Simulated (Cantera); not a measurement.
Feed: 1 mol CO2, 0.071 mol H2, 7.7 mol O2, held at 0.133 bar.

Method: chemical equilibrium by Gibbs-energy minimisation in Cantera with the NASA 1993 tables (ideal gas, pure condensed phases). Candidate condensed phases: C, C6H6, C7H8, C8H18, H2O; 110 gas species. Equilibrium is a limit: real reactors are often held back by kinetics, nucleation or transport. All values below are at 1775 K.

Base state: O2 0.877, CO2 0.114, H2O 0.00793, OH 0.000394, O 0.000246, CO 5.29e-5 (mole fractions); condensed: gas only.

**Question.** What changes in the equilibrium state with this change: H2 from 0.071 to 2.2 mol?

**Answer.** 
| species | before | after |
|---|---|---|
| O2 | 0.877 | 0.672 |
| H2O | 0.00793 | 0.223 |
| CO2 | 0.114 | 0.102 |
| H2 | 9.86e-7 | 3.17e-5 |
| OH | 0.000394 | 0.00196 |
| O | 0.000246 | 0.000215 |
| CO | 5.29e-5 | 5.39e-5 |

**Question.** What changes in the equilibrium state with this change: H2 from 0.071 to 0.51 mol?

**Answer.** 
```json
[
 {"species": "O2", "before": "0.877", "after": "0.831"},
 {"species": "CO2", "before": "0.114", "after": "0.112"},
 {"species": "H2O", "before": "0.00793", "after": "0.0564"},
 {"species": "OH", "before": "0.000394", "after": "0.00104"},
 {"species": "O", "before": "0.000246", "after": "0.000239"},
 {"species": "CO", "before": "5.29e-5", "after": "5.31e-5"}
]
```
